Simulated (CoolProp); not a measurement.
Vapour-liquid equilibrium of toluene (1) + n-decane (2) at 0.32 MPa; x and y are mole fractions of (1).

The numbers come from the multi-fluid Helmholtz-energy mixture model, Lemmon 2006 and Lemmon 2006; pair parameters Bell 2016 in CoolProp.

Give the bubble temperature and the first vapour's composition at x = 0.45, 0.65, 0.75. Is there an azeotrope?

x = 0.45: 456.5 K, y = 0.758; x = 0.65: 444.7 K, y = 0.879; x = 0.75: 440.0 K, y = 0.921. No azeotrope shows between x = 0.05 and 0.95.

The pair parameters rest on a limited set of measurements; away from them the model extrapolates. The gap from Raoult's law changes sign with composition, which may be real or a fault of the pair parameters; it wasn't checked against measurements.
